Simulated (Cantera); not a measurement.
## N2O furnace oxynitridation

An isothermal, constant-pressure homogeneous reactor starts with N₂O : H₂ : N₂ = 0.56 : 0.025 : 4.6 (molar parts), at 1500 K and 12.8 Torr.

Model: GRI-Mech 3.0 (53 species, 325 reactions), integrated in Cantera. GRI-Mech 3.0 was tuned for natural gas; its chemistry of N2O as a main component is partial and can be far from experiment. Radical loss at walls, strong at low pressure, is not modelled. The temperature is held fixed by assumption; the heat of reaction is taken as removed at once.

```json
[
 {"t (s)": "4.00e-6", "x N₂O": "0.108", "x H₂": "0.00482", "x O": "2.10e-7", "x H₂O": "1.86e-12", "x NO₂": "<1e-12", "x H": "4.88e-10", "x NO": "1.53e-10"},
 {"t (s)": "2.22e-5", "x N₂O": "0.108", "x H₂": "0.00482", "x O": "1.14e-6", "x H₂O": "3.26e-10", "x NO₂": "<1e-12", "x H": "1.42e-8", "x NO": "4.71e-9"},
 {"t (s)": "0.000123", "x N₂O": "0.108", "x H₂": "0.00482", "x O": "5.79e-6", "x H₂O": "5.95e-8", "x NO₂": "<1e-12", "x H": "3.34e-7", "x NO": "1.44e-7"},
 {"t (s)": "0.000684", "x N₂O": "0.108", "x H₂": "0.00480", "x O": "2.01e-5", "x H₂O": "9.43e-6", "x NO₂": "1.42e-11", "x H": "4.85e-6", "x NO": "3.94e-6"},
 {"t (s)": "0.00380", "x N₂O": "0.107", "x H₂": "0.00417", "x O": "2.87e-5", "x H₂O": "0.000570", "x NO₂": "4.44e-8", "x H": "2.91e-5", "x NO": "7.84e-5"},
 {"t (s)": "0.0211", "x N₂O": "0.102", "x H₂": "0.000677", "x O": "5.30e-5", "x H₂O": "0.00405", "x NO₂": "2.14e-6", "x H": "8.44e-6", "x NO": "0.000578"},
 {"t (s)": "0.117", "x N₂O": "0.0913", "x H₂": "2.19e-6", "x O": "5.94e-5", "x H₂O": "0.00475", "x NO₂": "1.85e-5", "x H": "8.22e-7", "x NO": "0.00241"},
 {"t (s)": "0.649", "x N₂O": "0.0528", "x H₂": "1.56e-6", "x O": "5.58e-5", "x H₂O": "0.00466", "x NO₂": "1.91e-5", "x H": "1.04e-6", "x NO": "0.00955"},
 {"t (s)": "3.60", "x N₂O": "0.00283", "x H₂": "2.27e-6", "x O": "4.51e-5", "x H₂O": "0.00455", "x NO₂": "2.85e-6", "x H": "1.44e-6", "x NO": "0.0179"},
 {"t (s)": "20.0", "x N₂O": "1.83e-7", "x H₂": "3.36e-7", "x O": "6.29e-6", "x H₂O": "0.00457", "x NO₂": "5.54e-6", "x H": "7.93e-8", "x NO": "0.0183"}
]
```
x: mole fraction; the columns are a selection and need not sum to one.

Equilibrium at this temperature and pressure: N₂O 5.69e-9, H₂ 3.02e-7, O 6.91e-6, H₂O 0.00457, NO₂ 2.18e-7, H 7.47e-8, NO 0.000649 (gas phase only).
